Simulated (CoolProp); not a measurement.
A single-stage vapour-compression cycle with CH2F2 (R32): evaporating at 203.15 K (dew point), condensing at 258.15 K (bubble point), superheat 5 K, subcooling 0 K, compressor efficiency 0.7, no pressure losses. Each further row changes one setting.

Values from CoolProp's reference Helmholtz-energy equation of state, Tillner-Roth 1997.

| case | cooling COP | pressure ratio | discharge temperature (K) | refrigerating effect (kJ/kg) | volumetric capacity (kJ/m³) |
|---|---|---|---|---|---|
| as stated | 1.97 | 13.5 | 401.3 | 316 | 350 |
| evaporating temperature 208.15 K | 2.28 | 10.0 | 383.6 | 319 | 468 |
| condensing temperature 253.15 K | 2.22 | 11.2 | 386.4 | 325 | 359 |
| subcooling 5 K | 2.02 | 13.5 | 401.3 | 325 | 359 |
| superheat 15 K | 1.93 | 13.5 | 416.2 | 324 | 340 |
| compressor efficiency 0.6 | 1.69 | 13.5 | 427.1 | 316 | 350 |
